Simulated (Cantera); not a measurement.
Input: 1 mol B₂O₃, 0.84 mol F₂, 3.7 mol H₂, 49 mol HF, held at 190 Pa.

Cantera equilibrium calculation (NASA polynomials, part measured and part estimated; ideal gas, pure solids and liquids). Candidate condensed phases: B, B₂O₃, B₃O₃H₃, H₂O; 43 gas species. Equilibrium is a limit: real reactors are often held back by kinetics, nucleation or transport. All values below are at 1200 K.

Base state: HF 0.852, H₂O 0.0555, H₂ 0.0544, BF₃ 0.0365, BOF 0.00149, HBO₂ 2.77e-5 (mole fractions); condensed: gas only.

Problem. What changes in the equilibrium state with this change: HF from 49 to 13 mol?

Solution. 
| species | before | after |
|---|---|---|
| HF | 0.852 | 0.566 |
| H₂ | 0.0544 | 0.169 |
| H₂O | 0.0555 | 0.149 |
| BOF | 0.00149 | 0.0227 |
| BF₃ | 0.0365 | 0.0915 |
| B₃O₃F₃ | 1.81e-7 | 0.000641 |
| HBO₂ | 2.77e-5 | 0.00171 |
Gases not in the tables: H₃BO₃.

Problem. What changes in the equilibrium state with this change: pressure from 190 Pa to 100000 Pa?

Solution. 
| species | before | after |
|---|---|---|
| HF | 0.852 | 0.850 |
| H₂O | 0.0555 | 0.0571 |
| H₂ | 0.0544 | 0.0544 |
| BF₃ | 0.0365 | 0.0381 |
| H₂F₂ | 3.06e-8 | 1.60e-5 |
| BOF | 0.00149 | 3.05e-6 |
| HBO₂ | 2.77e-5 | 5.85e-8 |
